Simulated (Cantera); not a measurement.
A jet of CH4 : O2 : N2 = 0.079 : 0.081 : 0.79 (molar parts), equivalence ratio 2.0 at 300 K and 0.128 atm hits a platinum plate 2.5 cm away at a mass flux of 0.14 kg/m²/s; the plate temperature is set and raised in steps from an oxygen-covered start.

Detailed kinetics in Cantera: Deutschmann's 1995 Pt surface mechanism with GRI-Mech 3.0 gas chemistry. Catalytic surfaces can have several steady states; this one follows from the mechanism file's or the stated starting coverage.

One state of this run: wall x CH4 = 0.0360; wall x O2 = 0.0121; wall x H2O = 0.0831; wall x OH = <1e-8; wall x CO = 0.0490; wall x CO2 = 0.000156; θ free Pt = 0.360; θ H* = 0.00104; θ CO* = 0.280; θ C* = 0.359. x: mole fraction at the wall; θ: surface coverage.

Task: Which value of plate T (K) does it belong to?
A) 1050
B) 1000
C) 1100
D) 900

Result: D, 900
